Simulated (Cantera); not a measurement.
# Halide evaporation, hydrolysis and transport: MgCl2 + HCl + H2

Feed: 1 mol MgCl2, 1.2 mol HCl, 230 mol H2, equilibrated at 675 °C.

Method: chemical equilibrium by Gibbs-energy minimisation in Cantera with the NASA 1993 tables (ideal gas, pure condensed phases). Candidate condensed phases: Mg, MgCl2; 10 gas species. Rates play no part.

From 0.100 Pa to 560 Pa nothing is condensed. From 3200 Pa to 100000 Pa the condensed part is MgCl2(s). The main Mg-bearing gas is MgCl2 throughout.

```json
[
 {"P (Pa)": "0.100", "log p H2": "-6.00", "log p HCl": "-8.29", "log p MgCl2": "-8.37", "log p Mg": "-11.59", "log p H": "-12.28", "n MgCl2(s)": "0"},
 {"P (Pa)": "0.560", "log p H2": "-5.26", "log p HCl": "-7.54", "log p MgCl2": "-7.62", "log p Mg": "-11.59", "log p H": "-11.91", "n MgCl2(s)": "0"},
 {"P (Pa)": "3.20", "log p H2": "-4.50", "log p HCl": "-6.78", "log p MgCl2": "-6.86", "log p Mg": "-11.59", "log p H": "-11.53", "n MgCl2(s)": "0"},
 {"P (Pa)": "18", "log p H2": "-3.75", "log p HCl": "-6.03", "log p MgCl2": "-6.11", "log p Mg": "-11.59", "log p H": "-11.15", "n MgCl2(s)": "0"},
 {"P (Pa)": "100", "log p H2": "-3.00", "log p HCl": "-5.29", "log p MgCl2": "-5.37", "log p Mg": "-11.59", "log p H": "-10.78", "n MgCl2(s)": "0"},
 {"P (Pa)": "560", "log p H2": "-2.26", "log p HCl": "-4.54", "log p MgCl2": "-4.62", "log p Mg": "-11.59", "log p H": "-10.41", "n MgCl2(s)": "0"},
 {"P (Pa)": "3200", "log p H2": "-1.50", "log p HCl": "-3.78", "log p MgCl2": "-4.37", "log p Mg": "-12.09", "log p H": "-10.03", "n MgCl2(s)": "0.690"},
 {"P (Pa)": "18000", "log p H2": "-0.75", "log p HCl": "-3.03", "log p MgCl2": "-4.37", "log p Mg": "<-12", "log p H": "-9.65", "n MgCl2(s)": "0.945"},
 {"P (Pa)": "100000", "log p H2": "0.00", "log p HCl": "-2.28", "log p MgCl2": "-4.37", "log p Mg": "<-12", "log p H": "-9.28", "n MgCl2(s)": "0.990"}
]
```
log p: log10 of the partial pressure in bar; n: condensed amount in mol.
